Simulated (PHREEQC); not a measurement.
Synthetic water in mg/L, 25 °C, pH 6.25, pe 2.7:

| constituent | mg/L |
|---|---|
| Na | 2630 |
| K | 102 |
| Ca | 139 |
| Mg | 372 |
| Cl | 5090 |
| S(6) as SO4 | 440 |
| Alkalinity as HCO3 | 0.0655 |
| Zn | 3.28 |

Cl is adjusted to close the charge balance.
Valence states are taken as typed.

Computed with PHREEQC (ion-association model, phreeqc.dat).

This is a speciation only: nothing precipitates in the calculation.

Task: What specific conductance, density does the model give?

Result: specific conductance 15200 µS/cm; density 1.004 g/cm³.

Task: In which forms is Zn present?

Result: Zn+2 83 %, ZnCl+ 10 %, ZnSO4 5.2 %, ZnCl2 0.8 % of the Zn.

Species that the database lacks are ignored.
